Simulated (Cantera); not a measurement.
An adiabatic, constant-volume homogeneous reactor starts with CH₄ : H₂ : O₂ : N₂ = 1 : 0.7 : 2.5 : 9.4 (molar parts), equivalence ratio 0.94, at 1298 K and 7500 Torr. Integrator tolerance rtol = 1e-08.

Computed with Cantera and GRI-Mech 3.0 (53 species, 325 reactions). Above 3000 K some thermodynamic fits are extrapolated.

Problem. What does this change do: initial temperature 1298 to 1723 K?

Solution. 
| quantity | before | after |
|---|---|---|
| time of steepest temperature rise | 98.5 µs | 7.83 µs |
| temperature at 1.00 s | 3026 K | 3175 K |
| equilibrium temperature | 3026 K | 3175 K |
| x(CH₄) at 1.00 s | <1e-12 (gas-phase equilibrium <1e-12) | <1e-12 (gas-phase equilibrium <1e-12) |
| x(H₂) at 1.00 s | 0.0130 (gas-phase equilibrium 0.0130) | 0.0195 (gas-phase equilibrium 0.0195) |
| x(O₂) at 1.00 s | 0.0185 (gas-phase equilibrium 0.0185) | 0.0217 (gas-phase equilibrium 0.0217) |
| x(CH₂CO) at 1.00 s | <1e-12 (gas-phase equilibrium <1e-12) | <1e-12 (gas-phase equilibrium <1e-12) |
| x(H) at 1.00 s | 0.00406 (gas-phase equilibrium 0.00406) | 0.00851 (gas-phase equilibrium 0.00851) |
| x(CH₃) at 1.00 s | <1e-12 (gas-phase equilibrium <1e-12) | 1.30e-12 (gas-phase equilibrium 1.65e-12) |

Problem. What does this change do: pressure from 7500 Torr to 1650 Torr?

Solution. 
```json
[
 {"quantity": "time of steepest temperature rise", "before": "98.5 µs", "after": "0.323 ms"},
 {"quantity": "temperature at 1.00 s", "before": "3026 K", "after": "2909 K"},
 {"quantity": "equilibrium temperature", "before": "3026 K", "after": "2909 K"},
 {"quantity": "x(CH₄) at 1.00 s", "before": "<1e-12 (gas-phase equilibrium <1e-12)", "after": "<1e-12 (gas-phase equilibrium <1e-12)"},
 {"quantity": "x(H₂) at 1.00 s", "before": "0.0130 (gas-phase equilibrium 0.0130)", "after": "0.0166 (gas-phase equilibrium 0.0166)"},
 {"quantity": "x(O₂) at 1.00 s", "before": "0.0185 (gas-phase equilibrium 0.0185)", "after": "0.0217 (gas-phase equilibrium 0.0217)"},
 {"quantity": "x(CH₂CO) at 1.00 s", "before": "<1e-12 (gas-phase equilibrium <1e-12)", "after": "<1e-12 (gas-phase equilibrium <1e-12)"},
 {"quantity": "x(H) at 1.00 s", "before": "0.00406 (gas-phase equilibrium 0.00406)", "after": "0.00687 (gas-phase equilibrium 0.00687)"},
 {"quantity": "x(CH₃) at 1.00 s", "before": "<1e-12 (gas-phase equilibrium <1e-12)", "after": "<1e-12 (gas-phase equilibrium <1e-12)"}
]
```

Problem. What does this change do: 0.089 parts C2H6 added?

Solution. 
```json
[
 {"quantity": "time of steepest temperature rise", "before": "98.5 µs", "after": "91.0 µs"},
 {"quantity": "temperature at 1.00 s", "before": "3026 K", "after": "3076 K"},
 {"quantity": "equilibrium temperature", "before": "3026 K", "after": "3076 K"},
 {"quantity": "x(CH₄) at 1.00 s", "before": "<1e-12 (gas-phase equilibrium <1e-12)", "after": "<1e-12 (gas-phase equilibrium <1e-12)"},
 {"quantity": "x(H₂) at 1.00 s", "before": "0.0130 (gas-phase equilibrium 0.0130)", "after": "0.0215 (gas-phase equilibrium 0.0215)"},
 {"quantity": "x(O₂) at 1.00 s", "before": "0.0185 (gas-phase equilibrium 0.0185)", "after": "0.00966 (gas-phase equilibrium 0.00966)"},
 {"quantity": "x(CH₂CO) at 1.00 s", "before": "<1e-12 (gas-phase equilibrium <1e-12)", "after": "<1e-12 (gas-phase equilibrium <1e-12)"},
 {"quantity": "x(H) at 1.00 s", "before": "0.00406 (gas-phase equilibrium 0.00406)", "after": "0.00595 (gas-phase equilibrium 0.00595)"},
 {"quantity": "x(CH₃) at 1.00 s", "before": "<1e-12 (gas-phase equilibrium <1e-12)", "after": "2.49e-12 (gas-phase equilibrium 3.05e-12)"}
]
```
